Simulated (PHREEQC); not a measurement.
# Sulfide liquor

Dissolve 0.23 mol/kgw NaHS and 3.5e-05 mol/kgw ZnCl2 at 25 °C. Closed to the air; pH follows from the charge balance.

Equilibrium calculation in PHREEQC: ion-association model, wateq4f.dat.

Each row changes one thing in this solution. Precipitation was switched off in this run.

```csv
case,pH,ionic strength (mol/kgw),H2S (mol/kgw),SI of Halite (NaCl)
as made,9.60,0.230,0.000330,-6.66
ZnCl2 from 3.5e-05 to 0.000175 mol/kgw,9.60,0.230,0.000329,(withheld)
NaHS from 0.23 to 0.046 mol/kgw,9.59,0.0460,8.39e-5,-7.24
diluted 10-fold with water,9.52,(withheld),5.21e-5,-8.50
0.0031 mol/kgw CsOH added,10.58,0.236,3.42e-5,-6.66
ZnCl2 from 3.5e-05 to 7e-06 mol/kgw,9.60,0.230,0.000330,-7.36
ZnCl2 replaced by LiCl at the same molality,9.60,0.230,0.000330,-6.96
```

Q: Fill in the missing entries.

A: 
- ZnCl2 from 3.5e-05 to 0.000175 mol/kgw, SI of Halite (NaCl): -5.96
- diluted 10-fold with water, ionic strength (mol/kgw): 0.0230

Some of these states are supersaturated (in Sphalerite (slow to form), ZnS(a), for instance). The polysulfide entries of wateq4f.dat were taken out for this run.
